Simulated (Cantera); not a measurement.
# Carbothermic reduction: Fe3O4 + C + H2

Charge: 1 mol Fe3O4, a varied amount of C, 5.8 mol H2, at 2800 Pa.

These are equilibrium values from Cantera (NASA tables, ideal gas, pure condensed phases), not measurements of a reactor. Candidate condensed phases: C, C6H6, C7H8, C8H18, Fe, Fe(CO)5, FeO, Fe(OH)2, Fe(OH)3, Fe2O3, Fe3O4, H2O; 114 gas species. Each liquid is taken as pure. Iron dissolves carbon and melts from about 1420 K in contact with it, which pure phases cannot show. Mutual solubility and eutectic melting of coexisting phases are not modelled. The tables' stoichiometric FeO is somewhat more stable than real wüstite, so its field is too wide. FeO: taken at fixed stoichiometry. Condensed phases not in the tables: cementite and carbon dissolved in iron. The numbers say what is thermodynamically allowed, not how fast it happens.

Question: Map the stable condensed phases over T = 1375, 1475, 1575, 1675, 1775, 1875, 1975, 2075, 2175, 2275, 2375 K and n(C) in mol = 0.53, 1.3, 2.1, 2.9, 3.7, 4.5, 5.3, 6.1, 6.9, 7.7.

Answer: 
```
T in K \ n(C) in mol
         0.53  1.3  2.1  2.9  3.7  4.5  5.3  6.1  6.9  7.7
   2375     A    B    B    B    B    C    C    C    C    C
   2275     A    D    E    E    E    F    F    F    F    F
   2175     D    D    E    E    E    F    F    F    F    F
   2075     D    D    E    E    E    F    F    F    F    F
   1975     D    D    E    E    E    F    F    F    F    F
   1875     D    D    E    E    E    F    F    F    F    F
   1775     D    D    E    E    E    F    F    F    F    F
   1675     D    D    E    E    E    F    F    F    F    F
   1575     D    D    E    E    E    F    F    F    F    F
   1475     D    D    E    E    E    F    F    F    F    F
   1375     D    D    D    E    E    F    F    F    F    F
```
A: FeO; B: gas only; C: C; D: Fe + FeO; E: Fe; F: C + Fe.
